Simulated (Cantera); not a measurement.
Input (Python, Cantera) and output of one run.

```python
import numpy as np
import cantera as ct

gas_names = """
    AL ALH ALN ALO ALOH ALO2 ALO2H AL2 AL2O AL2O2 H HALO HNO HNO2 HNO3 HO2 H2 H2O H2O2 N NH NH2 NH3
    NH2OH NO NO2 NO3 N2 N2H2 N2H4 N2O O OH O2 O3
""".split()
cond_names = """
    AL(cr) AL(L) ALN(s) AL2O3(a) AL2O3(L) H2O(s) H2O(L)
""".split()


# ... load() reads the species with a 1 bar reference pressure and builds the phases ...
atoms = {
    'Al': {'AL': 1},
    'H2O': {'H': 2, 'O': 1},
    'N2': {'N': 2},
}
top_T = {'ALN(s)': 2750}  # K; cautious upper limits of use, not melting points


# ... equilibrate(T, P, feed) seeds the gas with the atoms and calls Mixture.equilibrate('TP', solver="vcs", rtol=1e-11, max_steps=5000) ...
results = []
feed = {'Al': 1, 'H2O': 1.1, 'N2': 68}  # mol
P = 230  # Pa
for T in [925, 1075, 1225, 1375, 1525, 1675, 1825, 1975, 2125]:
    mix = equilibrate(T, P, feed)
    results.append((T, P, feed, dict(zip(mix.species_names, mix.species_moles))))

top = {s: max(r[3][s] / sum(r[3][g] for g in gas_names) for r in results) for s in gas_names}
cols = sorted((s for s in top if top[s] > 1e-06), key=lambda s: -top[s])[:9]
seen = [c for c in cond_names if any(r[3].get(c, 0) > 1e-12 for r in results)]
print("log10 of partial pressures in bar; condensed amounts in mol")
print(f"{'T/K':>10s}" + "".join(f"{s[:9]:>10s}" for s in cols + seen))
for T, P, feed, n in results:
    ng = sum(n[g] for g in gas_names)
    print(f"{T:10.4g}" + "".join(f"{np.log10(max(n[s] / ng * P / 1e5, 1e-99)):10.3f}" for s in cols)
          + "".join(f"{n.get(c, 0):10.4g}" for c in seen))
```

Output:

```
log10 of partial pressures in bar; condensed amounts in mol
       T/K        N2        H2         H        AL      AL2O       ALO       H2O      ALOH       ALH    ALN(s)  AL2O3(a)
       925    -2.645    -4.436   -11.802   -22.761   -28.167   -29.219   -11.997   -21.250   -23.323    0.2667    0.3667
      1075    -2.645    -4.436   -10.051   -17.695   -21.657   -23.518   -11.232   -17.532   -18.829    0.2667    0.3667
      1225    -2.645    -4.436    -8.724   -13.880   -16.762   -19.227   -10.662   -14.740   -15.446    0.2667    0.3667
      1375    -2.645    -4.436    -7.683   -10.905   -12.954   -15.883   -10.223   -12.570   -12.811    0.2667    0.3667
      1525    -2.645    -4.436    -6.844    -8.523    -9.909   -13.204    -9.874   -10.836   -10.701    0.2666    0.3667
      1675    -2.645    -4.440    -6.155    -6.572    -7.422   -11.011    -9.594    -9.422    -8.976    0.2571    0.3663
      1825    -2.647    -4.454    -5.583    -5.209    -5.703    -9.271    -9.200    -8.339    -7.807         0    0.3467
      1975    -2.648    -4.488    -5.108    -5.187    -5.760    -8.176    -8.136    -7.814    -7.960         0    0.3489
      2125    -2.649    -4.571    -4.726    -5.170    -5.815    -7.238    -7.279    -7.394    -8.121         0    0.3496
```

Method: chemical equilibrium by Gibbs-energy minimisation in Cantera with the NASA 1993 tables (ideal gas, pure condensed phases). Mutual solubility and eutectic melting of coexisting phases are not modelled. The tables' values for AlOH are old estimates; treat these amounts as uncertain. Condensed phases not in the tables: aluminium oxynitride.
